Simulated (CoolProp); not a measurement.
200 sccm (0 °C, 1 atm) of nitrogen bubbles through liquid cyclohexane at 334.5 K and leaves saturated at a total pressure of 0.15 MPa (ideal gas phase). Each further row changes one setting.

Computed with CoolProp (reference Helmholtz-energy equation of state, Zhou 2014).

```tsv
case	vapour pressure (kPa)	mole fraction of vapour	delivery (mg/min)	delivery (sccm)	change of delivery for a bath 1 K warmer (%)
as stated	54.4	0.363	427	…	5.6
bath temperature 339.5 K	…	…	…	150	6.0
total pressure 0.3 MPa	54.4	…	…	…	4.3
```

**Question.** Fill in the missing entries.

**Answer.** 
- as stated, delivery (sccm): 114
- bath temperature 339.5 K, vapour pressure (kPa): 64.4
- bath temperature 339.5 K, mole fraction of vapour: 0.429
- bath temperature 339.5 K, delivery (mg/min): 565
- total pressure 0.3 MPa, mole fraction of vapour: 0.181
- total pressure 0.3 MPa, delivery (mg/min): 166
- total pressure 0.3 MPa, delivery (sccm): 44.3
